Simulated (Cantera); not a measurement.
A closed system holds: 1 mol SiO₂, 4.5 mol BCl₃, 1.1 mol O₂, held at 0.330 Torr.

These are equilibrium values from Cantera (NASA tables, ideal gas, pure condensed phases), not measurements of a reactor. Candidate condensed phases: B, B₂O₃, Si, SiO₂; 27 gas species. The tables' values for BOCl are old estimates; treat these amounts as uncertain. Condensed phases not in the tables: borates and borosilicate glass, alloys, solid solutions and most ternary compounds. Equilibrium is a limit: real reactors are often held back by kinetics, nucleation or transport. All values below are at 1000 K.

Base state: Cl₂ 0.422, BCl₃ 0.407, B₃O₃Cl₃ 0.0850, SiCl₄ 0.0739, Cl 0.0120, BOCl 4.55e-5 (mole fractions); condensed: B₂O₃(l) + SiO₂(β-quartz).

Problem. What changes in the equilibrium state with this change: pressure from 0.330 Torr to 7.50 Torr?

Solution. 
| species | before | after |
|---|---|---|
| Cl₂ | 0.422 | 0.441 |
| BCl₃ | 0.407 | 0.330 |
| SiCl₄ | 0.0739 | 0.158 |
| Cl | 0.0120 | 0.00258 |
| B₃O₃Cl₃ | 0.0850 | 0.0689 |
| BOCl | 4.55e-5 | 5.29e-6 |
| B₂O₃(l), mol | 0.549 | 0.915 |
| SiO₂(β-quartz), mol | 0.620 | 0.213 |
